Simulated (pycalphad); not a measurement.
All values are pycalphad results on the COST 507 light-alloy database (1999) (1 atm), not direct measurements. No gas phase is included, though pure Mg would boil below 1650 K. These are 1990s assessments: newer ones move some temperatures and phases. Kinetics are ignored, which matters at the lower temperatures.

Molar enthalpy of Al-1.39Si-0.64Mg (at.%) in equilibrium (SER reference):

| T (K) | H (kJ/mol) | phases |
|---|---|---|
| 1650 | 51.82 | liquid |
| 1550 | 48.65 | liquid |
| 1450 | 45.48 | liquid |
| 1350 | 42.31 | liquid |
| 1250 | 39.14 | liquid |
| 1150 | 35.97 | liquid |
| 1050 | 32.80 | liquid |
| 1000 | 31.22 | liquid |
| 950 | 29.63 | liquid |
| 850 | 16.30 | fcc + liquid |
| 800 | 14.28 | fcc + diamond (Si) + MG2SI |
| 750 | 12.50 | fcc + diamond (Si) + MG2SI |
| 650 | 9.27 | fcc + diamond (Si) + MG2SI |
| 550 | 6.36 | fcc + diamond (Si) + MG2SI |
| 450 | 3.64 | fcc + diamond (Si) + MG2SI |
| 350 | 1.07 | fcc + diamond (Si) + MG2SI |

Cooling from 950 K to 800 K, across the freezing range, releases 15.4 kJ/mol, or 569 J/g. The slope is 32 J/(mol K) in the liquid and 36 J/(mol K) just below the solidus, where it includes any heat of precipitation. Liquidus 922 K, solidus 833 K. Changes were sought between steps of 50 K, so a narrower field can be missed.

Database names, with the compositions (at.%) that they take in these runs: MG2SI: Mg 67 Si 33.
